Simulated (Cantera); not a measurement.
Predominance diagram of Ta at 652 °C against the partial pressures of O₂ and CO (log10, bar). Cantera with NASA thermochemical tables; ideal gases at 1 bar, condensed phases pure. Candidates: Ta(s), TaC(s), Ta₂O₅(s). Only these pure phases compete in this equilibrium. TaC: taken at fixed stoichiometry. Not in the tables: Ta₂C.

```
log p(CO) \ log p(O₂)
        columns: -47, -44.5, -41.9, -39.4, -36.9, -34.4, -31.8, -29.3, -26.8, -24.3, -21.7, -19.2, -16.7, -14.2, -11.6, -9.1, -6.6, -4.1, -1.5, 1
      0  A A A A A A A A A A B A A A A A A A A A
   -1.2  A A A A A A A A A A B B A A A A A A A A
   -2.5  A A A A A A A A B B B B B A A A A A A A
   -3.7  A A A A A A A A B B B B B B A A A A A A
   -4.9  A A A A A A A B B B B B B B B A A A A A
   -6.2  A A A A A A C B B B B B B B B B A A A A
   -7.4  A A A A A C B B B B B B B B B B B A A A
   -8.6  A A A A C C B B B B B B B B B B B B A A
   -9.8  A A A C C C B B B B B B B B B B B B B A
  -11.1  A A C C C B B B B B B B B B B B B B B B
  -12.3  A C C C C B B B B B B B B B B B B B B B
  -13.5  C C C C C B B B B B B B B B B B B B B B
  -14.8  C C C C C B B B B B B B B B B B B B B B
    -16  C C C C B B B B B B B B B B B B B B B B
```

A: out of reach (another gas would pass 10 bar, or a non-metal would condense); B: Ta₂O₅(s); C: TaC(s).
